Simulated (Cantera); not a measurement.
A closed system holds: 1 mol SiC, 0.08 mol CO2, 80 mol H2, held at 1275 K and 4.80 mbar.

Equilibrium computed with Cantera from the NASA thermochemical tables; the gas is ideal and each condensed phase is pure. Mutual solubility and eutectic melting of coexisting phases are not modelled. The tables hold silica as quartz up to 1696 K and as liquid above; real silica turns to tridymite and cristobalite and melts near 1996 K. Kinetics and transport are ignored.

```
species                before     after
-------------------  --------  --------
H2                      0.998     0.998
CO                    0.00138   0.00150
SiO                  0.000158  0.000499
H                     1.06e-5   7.01e-5
SiC(s), mol             0.969     0.960
SiO2(β-quartz), mol    0.0183         0
```
Gas species are given as mole fractions.

Q: What was changed between the two runs?
(A) temperature from 1275 K to 1400 K
(B) CO2 from 0.08 to 0.21 mol
(C) temperature from 1275 K to 950 K
(D) temperature from 1275 K to 2223.15 K

A: A, temperature from 1275 K to 1400 K
